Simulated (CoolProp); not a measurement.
A single-stage vapour-compression cycle with carbonyl sulfide: evaporating at 200.15 K (dew point), condensing at 270.15 K (bubble point), superheat 0 K, subcooling 2 K, compressor efficiency 0.8, no pressure losses. Each further row changes one setting.

Model: reference Helmholtz-energy equation of state, Lemmon 2006, in CoolProp. It is a short technical equation, of lower accuracy than the large ones.

```
case                              cooling COP  pressure ratio  discharge temperature (K)  refrigerating effect (kJ/kg)  volumetric capacity (kJ/m³)
--------------------------------  -----------  --------------  -------------------------  ----------------------------  ---------------------------
as stated                                   …            19.4                      409.0                           242                          271
evaporating temperature 205.15 K         1.95               …                      393.0                             …                          357
condensing temperature 265.15 K             …               …                          …                           248                          278
subcooling 7 K                           1.76            19.4                      409.0                           248                          278
superheat 10 K                              …            19.4                      424.9                           248                          264
compressor efficiency 0.7                   …            19.4                      434.4                           242                          271
```

Question: Complete the blanks.

Answer: 
- as stated, cooling COP: 1.72
- evaporating temperature 205.15 K, pressure ratio: 14.5
- evaporating temperature 205.15 K, refrigerating effect (kJ/kg): 244
- condensing temperature 265.15 K, cooling COP: 1.89
- condensing temperature 265.15 K, pressure ratio: 16.6
- condensing temperature 265.15 K, discharge temperature (K): 396.0
- superheat 10 K, cooling COP: 1.68
- compressor efficiency 0.7, cooling COP: 1.50
